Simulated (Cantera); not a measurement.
Input: 1 mol Si2Cl6, 1.1 mol HCl, 280 mol N2, equilibrated at 802 °C and 18.8 Torr.

These are equilibrium values from Cantera (NASA tables, ideal gas, pure condensed phases), not measurements of a reactor. Candidate condensed phases: NH4Cl, Si, Si3N4; 28 gas species. The feed counts by its element totals alone. N2 is the only nitrogen source here; it is nearly inert below about 1500 K, so the nitride shown seldom forms there in practice. The tables' values for SiCl3 are old estimates; treat these amounts as uncertain. Kinetics and transport are ignored.

Task: What is the equilibrium state?

Result: 
```
Quantity                             Result
--------------------------------  ---------
x(N2)                                 0.991
x(SiCl4)                            0.00531
x(HCl)                              0.00379
x(H2)                               5.11e-5
x(SiCl3)                            3.35e-5
x(SiCl2)                            3.35e-6
n(Si3N4(s))                       0.163 mol
gas amount                        282.3 mol
log10 activity of Si(s) (absent)      -5.21
```
